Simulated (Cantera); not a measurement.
Input: 1 mol CF₄, 0.37 mol Si, 2.5 mol F₂, at 2252 °C and 44.0 Pa.

Equilibrium computed with Cantera from the NASA thermochemical tables; the gas is ideal and each condensed phase is pure. Candidate condensed phases: C, Si, SiC; 23 gas species. The tables' values for SiF₃, SiF₂ are old estimates; treat these amounts as uncertain. The numbers say what is thermodynamically allowed, not how fast it happens.

Base state: F 0.885, SiF₄ 0.0414, CF₂ 0.0330, CF 0.0312, SiF₃ 0.00646, C₃ 0.00166, C 0.000532, SiF₂ 0.000197 (mole fractions); condensed: C(graphite).

Task: What changes in the equilibrium state with this change: temperature from 2252 °C to 1475 °C?

Result: 
```json
[
 {"species": "F", "before": "0.885", "after": "0.720"},
 {"species": "CF₄", "before": "4.14e-6", "after": "0.204"},
 {"species": "SiF₄", "before": "0.0414", "after": "0.0757"},
 {"species": "CF", "before": "0.0312", "after": "<1e-9"},
 {"species": "CF₂", "before": "0.0330", "after": "1.09e-5"},
 {"species": "C₃", "before": "0.00166", "after": "<1e-9"},
 {"species": "C", "before": "0.000532", "after": "<1e-9"},
 {"species": "C(graphite), mol", "before": "0.460", "after": "0"}
]
```
Gases not in the tables: C₂F₆ and larger saturated fluorocarbons.
